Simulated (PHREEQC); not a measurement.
## Leach liquor: an equilibrium model

Consider water at 25 °C with 67 mmol/kgw HCl and 8.9 mmol/kgw ZnSO4. Closed to the air; pH follows from the charge balance.

All values are PHREEQC results (ion-association model, wateq4f.dat), not measurements.

The pH is 1.29. The ionic strength is 0.0870 mol/kgw and the total alkalinity is -67.0 meq/kg.

```csv
species,molality,activity,log γ
Cl-,0.0664,0.0514,-0.111
H+,0.0612,0.0508,-0.080
Zn+2,0.00762,0.00317,-0.381
HSO4-,0.00583,0.00458,-0.105
SO4-2,0.00237,0.000926,-0.409
ZnSO4,0.000675,0.000689,0.009
ZnCl+,0.000564,0.000439,-0.108
ZnCl2,2.32e-5,2.36e-5,0.009
Zn(SO4)2-2,1.34e-5,5.18e-6,-0.411
ZnCl3-,1.75e-6,1.36e-6,-0.108
ZnCl4-2,8.94e-8,3.51e-8,-0.405
```

Precipitation was switched off in this run. Complexes and solids missing from the database can't appear.
